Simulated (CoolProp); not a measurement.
Vapour-liquid equilibrium of R1234yf (1) + isobutane (2) at 47.95 °C; x and y are mole fractions of (1).

Computed with CoolProp (multi-fluid Helmholtz-energy mixture model, Lemmon 2022 and Bücker 2006; pair parameters Bell 2016).

Q: Give the bubble pressure and the first vapour's composition at x = 0.2, 0.65, 0.8. Is there an azeotrope?

A: x = 0.2: 0.9434 MPa, y = 0.384; x = 0.65: 1.209 MPa, y = 0.707; x = 0.8: 1.243 MPa, y = 0.815. y crosses x between x = 0.8 and 0.95: the model has an azeotrope there.

Pair parameters are fitted to limited data, so mixtures are less certain than the pure fluids.
